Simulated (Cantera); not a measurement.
A freely propagating, adiabatic, planar premixed flame of H2 : O2 : N2 : H2O = 1 : 0.667 : 2.51 : 0.0075 (molar parts), equivalence ratio 0.75, unburnt at 650 K and 0.987 atm; mixture-averaged transport, grid criteria slope 0.08 and curve 0.16, no radiation.

Computed with Cantera and the H2/O2 subset of GRI-Mech 3.0, which has no nitrogen chemistry. Burning velocities carry a grid error of a few per cent, more on coarse grids.

Predict: laminar burning velocity; thermal thickness; peak x(HO2); peak x(H); peak x(O); peak x(OH).


- laminar burning velocity = 685 cm/s
- thermal thickness = 0.466 mm
- peak x(HO2) = 0.000268
- peak x(H) = 0.0392
- peak x(O) = 0.0151
- peak x(OH) = 0.0172
